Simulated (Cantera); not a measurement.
Input: 1 mol SiCl4, 2.6 mol H2, at 873.15 K and 1.00 bar.

These are equilibrium values from Cantera (NASA tables, ideal gas, pure condensed phases), not measurements of a reactor. Candidate condensed phases: Si; 19 gas species. The tables' values for SiCl3 are old estimates; treat these amounts as uncertain. Rates play no part.

Base state: H2 0.702, SiCl4 0.258, HCl 0.0199, SiHCl3 0.0195, SiH2Cl2 0.000135, SiCl3 6.24e-5 (mole fractions); condensed: gas only.

Task: What changes in the equilibrium state with this change: SiCl4 replaced by Si?

Result: 
| species | before | after |
|---|---|---|
| H2 | 0.702 | 1.00 |
| SiCl4 | 0.258 | 0 |
| HCl | 0.0199 | 0 |
| SiHCl3 | 0.0195 | 0 |
| SiH2Cl2 | 0.000135 | 0 |
| SiCl3 | 6.24e-5 | 0 |
| Si(s), mol | 0 | 1.000 |
